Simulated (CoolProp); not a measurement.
R236FA at 293.15 K and 0.432 MPa flows at 0.4 m/s in a round tube of 10 mm bore and 45 µm roughness, fully developed (64/Re and Nu = 3.66 if laminar; Colebrook and Gnielinski if turbulent). Each further row changes one setting.

Model: reference Helmholtz-energy equation of state, Pan 2012, in CoolProp.

| case | Reynolds number | Darcy friction factor | pressure drop (Pa/m) | heat-transfer coefficient (W/(m² K)) | mass flow (kg/h) |
|---|---|---|---|---|---|
| as stated | 18000 | 0.0342 | [?] | 1050 | 156 |
| velocity 0.8 m/s | 36000 | 0.0320 | [?] | [?] | 312 |
| diameter 20 mm | 36000 | 0.0280 | 154 | 937 | 623 |

### Question
Some entries are withheld; supply them.

### Answer

- as stated, pressure drop (Pa/m): 376
- velocity 0.8 m/s, pressure drop (Pa/m): 1410
- velocity 0.8 m/s, heat-transfer coefficient (W/(m² K)): 2060

Viscosity comes from a separate model (Huber 2003), an estimate that may be off by 10 % or more. Thermal conductivity comes from a separate model (Huber 2003), an estimate that may be off by 10 % or more.
